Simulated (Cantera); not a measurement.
Feed: 1 mol PH₃, 0.066 mol H₂, 0.3 mol O₂, at 1550 °C and 0.0133 bar.

Cantera equilibrium calculation (NASA polynomials, part measured and part estimated; ideal gas, pure solids and liquids). Candidate condensed phases: H₂O, P, P₄O₁₀; 17 gas species. Gases not in the tables: HPO₂, HPO₃ and P₄O₆. Rates play no part.

Base state: H₂ 0.606, P₂ 0.152, PO 0.113, H₂O 0.0952, PO₂ 0.0305, H 0.00292, P 0.000328, PH 7.01e-5 (mole fractions); condensed: gas only.

What changes in the equilibrium state with this change: temperature from 1550 °C to 2250 °C?


```json
[
 {"species": "H₂", "before": "0.606", "after": "0.504"},
 {"species": "PO", "before": "0.113", "after": "0.207"},
 {"species": "H", "before": "0.00292", "after": "0.171"},
 {"species": "P", "before": "0.000328", "after": "0.0221"},
 {"species": "H₂O", "before": "0.0952", "after": "0.0132"},
 {"species": "PO₂", "before": "0.0305", "after": "0.00522"},
 {"species": "P₂", "before": "0.152", "after": "0.0754"},
 {"species": "O", "before": "1.19e-7", "after": "0.000212"},
 {"species": "P₄", "before": "1.62e-5", "after": "7.77e-8"},
 {"species": "OH", "before": "3.20e-5", "after": "0.000953"}
]
```

What changes in the equilibrium state with this change: pressure from 0.0133 bar to 59.0 bar?


```json
[
 {"species": "H₂", "before": "0.606", "after": "0.506"},
 {"species": "H₂O", "before": "0.0952", "after": "0.289"},
 {"species": "P₂", "before": "0.152", "after": "0.135"},
 {"species": "PO", "before": "0.113", "after": "0.00580"},
 {"species": "P₄", "before": "1.62e-5", "after": "0.0564"},
 {"species": "PO₂", "before": "0.0305", "after": "0.00567"},
 {"species": "PH₃", "before": "6.19e-7", "after": "0.00197"},
 {"species": "H", "before": "0.00292", "after": "4.02e-5"}
]
```
The ideal-gas law is rough above about 30 bar.

What changes in the equilibrium state with this change: temperature from 1550 °C to 2950 °C?


| species | before | after |
|---|---|---|
| H | 0.00292 | 0.667 |
| PO | 0.113 | 0.133 |
| P | 0.000328 | 0.104 |
| H₂ | 0.606 | 0.0663 |
| P₂ | 0.152 | 0.00916 |
| O | 1.19e-7 | 0.0160 |
| H₂O | 0.0952 | 0.000677 |
| PO₂ | 0.0305 | 0.000951 |
| P₄ | 1.62e-5 | <1e-9 |
| O₂ | 8.23e-9 | 6.37e-5 |
| OH | 3.20e-5 | 0.00265 |
| PH | 7.01e-5 | 0.000637 |
